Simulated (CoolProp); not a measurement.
Vapour-liquid equilibrium of cyclohexane (1) + p-xylene (2) at 0.23 bar; x and y are mole fractions of (1).

Model: multi-fluid Helmholtz-energy mixture model, Zhou 2014 and Zhou 2012; pair parameters Bell 2016, in CoolProp.

### Question
Give the bubble temperature and the first vapour's composition at x = 0.2, 0.65, 0.8. Is there an azeotrope?

### Answer
x = 0.2: 338.9 K, y = 0.686; x = 0.65: 319.3 K, y = 0.933; x = 0.8: 315.7 K, y = 0.965. No azeotrope shows between x = 0.05 and 0.95.

Pair parameters are fitted to limited data, so mixtures are less certain than the pure fluids.
